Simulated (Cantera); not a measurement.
A perfectly stirred reactor is fed with C2H6 : N2 = 1 : 120 (molar parts), at 0.000190 bar; it is held at 1725 K, and followed from long to short residence time.

Computed with Cantera and GRI-Mech 3.0 (53 species, 325 reactions). GRI-Mech 3.0 stops at C3 and has no aromatics, soot or wall deposition, so with more carbon than oxygen in the feed, carbon stays in small species such as C2H2 where larger ones or solid carbon would form. Radical loss at walls, strong at low pressure, is not modelled.

```
quantity                  before     after
----------------------  --------  --------
x(C2H6) at τ = 20.0 s    1.11e-5   7.49e-6
x(HCN) at τ = 20.0 s    0.000221  0.000307
x(H) at τ = 20.0 s      0.000435  0.000472
x(CH2) at τ = 20.0 s     6.41e-6   7.18e-6
x(C2H) at τ = 20.0 s     1.38e-6   1.85e-6
x(C2H6) at τ = 0.170 s  0.000967  0.000682
x(HCN) at τ = 0.170 s    1.95e-5   2.94e-5
x(H) at τ = 0.170 s     0.000725  0.000850
x(CH2) at τ = 0.170 s    3.25e-5   3.99e-5
x(C2H) at τ = 0.170 s    1.76e-6   2.80e-6
```

Q: What was changed between the two runs?
(A) N2 120 to 14 parts
(B) pressure from 0.000190 bar to 1.00 bar
(C) temperature 1725 to 1773 K
(D) pressure from 0.000190 bar to 0.000100 bar

A: C, temperature 1725 to 1773 K
